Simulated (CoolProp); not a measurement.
Vapour-liquid equilibrium of CF4 (R14) (1) + ethane (2) at 201.4 K; x and y are mole fractions of (1).

The numbers come from the multi-fluid Helmholtz-energy mixture model, Platzer 1990 and Bücker 2006; pair parameters Bell 2016 in CoolProp. This equation is an older, rougher fit; its heat capacities, sound speeds and derivatives of the liquid may be far off and weren't checked against measurements.

Problem. Give the bubble pressure and the first vapour's composition at x = 0.5, 0.725, 0.95. Is there an azeotrope?

Solution. x = 0.5: 12.61 bar, y = 0.821; x = 0.725: 14.06 bar, y = 0.868; x = 0.95: 15.91 bar, y = 0.968. No azeotrope shows between x = 0.05 and 0.95.

The pair parameters rest on a limited set of measurements; away from them the model extrapolates. With so large a gap from Raoult's law the liquid may split in two, which this calculation doesn't test in full.
